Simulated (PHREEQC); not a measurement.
Reverse-osmosis permeate (model solution)

Synthetic water in mg/L, 85 °C, pH 6.23, pe 10.8:

```tsv
constituent	mg/L
Na	4.12
K	0.0766
Ca	8.77
Mg	0.39
Cl	13
S(6) as SO4	3.2
Alkalinity as HCO3	11.9
B	0.164
Br	0.252
Cu(2)	0.206
Zn	0.089
```

Cl is adjusted to close the charge balance.
Valence states are taken as typed.

Equilibrium calculation in PHREEQC: ion-association model, wateq4f.dat.

```
Item                       Value
--------------  ----------------
ionic strength  0.000922 mol/kgw
```

```tsv
species	molality	activity	log γ
O2	0.0390	0.0390	0.000
Cl-	0.000395	0.000380	-0.017
CO2	0.000249	0.000249	0.000
Ca+2	0.000217	0.000186	-0.067
HCO3-	0.000193	0.000186	-0.017
Na+	0.000179	0.000172	-0.017
SO4-2	3.14e-5	2.69e-5	-0.067
Mg+2	1.57e-5	1.35e-5	-0.066
H3BO3	1.51e-5	1.51e-5	0.000
Br-	3.15e-6	3.03e-6	-0.017
Cu+2	2.40e-6	2.06e-6	-0.066
K+	1.96e-6	1.88e-6	-0.017
CaSO4	1.59e-6	1.59e-6	0.000
Zn+2	1.22e-6	1.05e-6	-0.066
CaHCO3+	6.99e-7	6.73e-7	-0.017
H+	6.11e-7	5.89e-7	-0.016
```

No solid was allowed to form. Saturation is exceeded, for instance for Malachite, Tenorite (slow to form); the values hold only as long as no solid forms. Constants without temperature data keep their 25 °C values here.
